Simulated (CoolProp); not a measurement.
Saturation properties of R1336mzz(Z).

Values from CoolProp's reference Helmholtz-energy equation of state, McLinden 2020.

```tsv
T (K)	p (bar)	liquid density (kg/m³)	vapour density (kg/m³)	enthalpy of vaporisation (kJ/kg)	liquid cp (kJ/(kg K))
300.3	0.7997	1359	5.498	167.5	1.225
311	1.187	1331	7.997	162.5	1.248
321.7	1.708	1301	11.32	157.2	1.270
332.3	2.385	1271	15.62	151.8	1.294
343	3.260	1239	21.21	145.9	1.320
353.7	4.362	1205	28.34	139.7	1.348
364.4	5.726	1170	37.38	133.0	1.379
375	7.374	1132	48.71	125.8	1.416
385.7	9.379	1091	63.20	117.7	1.461
396.4	11.77	1046	81.81	108.7	1.521
407.1	14.60	994.3	106.2	98.33	1.607
417.7	17.90	934.7	139.0	86.11	1.750
428.4	21.81	858.2	187.7	70.37	2.066
```

It boils at 306.6 K under 1 atm.
